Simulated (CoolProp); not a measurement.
Properties of R1234yf along the isobar 2.87 MPa (Tc = 367.8 K, pc = 3.384 MPa, ω = 0.276).

Computed with CoolProp (reference Helmholtz-energy equation of state, Lemmon 2022).

| T (K) | phase | Z | speed of sound (m/s) | Joule-Thomson coefficient (K/MPa) | isothermal compressibility (1/MPa) | expansivity (1/kK) | conductivity (mW/(m K)) |
|---|---|---|---|---|---|---|---|
| 145.2 | liquid | 0.1784 | 1168 | -0.4575 | 0.0007224 | 1.656 | 119 |
| 152.7 | liquid | 0.1717 | 1131 | -0.4549 | 0.0007785 | 1.662 | 116 |
| 160.3 | liquid | 0.1657 | 1093 | -0.4510 | 0.0008410 | 1.673 | 114 |
| 167.8 | liquid | 0.1603 | 1057 | -0.4460 | 0.0009090 | 1.687 | 111 |
| 175.3 | liquid | 0.1554 | 1020 | -0.4397 | 0.0009843 | 1.705 | 108 |
| 182.9 | liquid | 0.1509 | 984.1 | -0.4319 | 0.001069 | 1.728 | 105 |
| 190.4 | liquid | 0.1469 | 948.6 | -0.4228 | 0.001162 | 1.756 | 102 |
| 197.9 | liquid | 0.1432 | 913.5 | -0.4123 | 0.001267 | 1.789 | 99.6 |
| 205.5 | liquid | 0.1398 | 878.3 | -0.4002 | 0.001386 | 1.827 | 96.8 |
| 213 | liquid | 0.1368 | 843.9 | -0.3867 | 0.001519 | 1.871 | 94.0 |
| 220.5 | liquid | 0.1340 | 809.9 | -0.3717 | 0.001669 | 1.921 | 91.2 |
| 228.1 | liquid | 0.1315 | 775.9 | -0.3546 | 0.001843 | 1.980 | 88.5 |

Thermal conductivity comes from a separate model (Perkins 2011).
